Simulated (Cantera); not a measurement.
## N2O furnace oxynitridation

An isothermal, constant-pressure homogeneous reactor starts with N2O : O2 = 1 : 0.062 (molar parts), at 1600 K and 19.5 Torr.

Model: GRI-Mech 3.0 (53 species, 325 reactions), integrated in Cantera. GRI-Mech 3.0 was tuned for natural gas; its chemistry of N2O as a main component is partial and can be far from experiment. Radical loss at walls, strong at low pressure, is not modelled. The temperature is held fixed by assumption; the heat of reaction is taken as removed at once.

| t (s) | x N2O | x O2 | x NO2 | x NO | x N2 |
|---|---|---|---|---|---|
| 0.000700 | 0.937 | 0.0592 | 6.61e-9 | 0.000793 | 0.00243 |
| 0.00155 | 0.932 | 0.0604 | 3.58e-8 | 0.00188 | 0.00551 |
| 0.00345 | 0.920 | 0.0629 | 1.71e-7 | 0.00426 | 0.0123 |
| 0.00765 | 0.895 | 0.0685 | 7.18e-7 | 0.00941 | 0.0269 |
| 0.0170 | 0.842 | 0.0800 | 2.53e-6 | 0.0202 | 0.0576 |
| 0.0377 | 0.738 | 0.103 | 7.22e-6 | 0.0413 | 0.118 |
| 0.0837 | 0.560 | 0.142 | 1.72e-5 | 0.0776 | 0.221 |
| 0.186 | 0.319 | 0.194 | 3.40e-5 | 0.127 | 0.360 |
| 0.412 | 0.104 | 0.241 | 5.28e-5 | 0.170 | 0.485 |
| 0.915 | 0.0112 | 0.262 | 6.82e-5 | 0.188 | 0.539 |
| 2.03 | 0.000265 | 0.265 | 0.000125 | 0.189 | 0.545 |
| 4.51 | 1.01e-5 | 0.265 | 0.000136 | 0.189 | 0.546 |
| 10.0 | 9.81e-6 | 0.266 | 0.000136 | 0.188 | 0.546 |
x: mole fraction; the columns are a selection and need not sum to one.

Equilibrium at this temperature and pressure: N2O 1.98e-8, O2 0.359, NO2 1.94e-6, NO 0.00229, N2 0.639 (gas phase only).
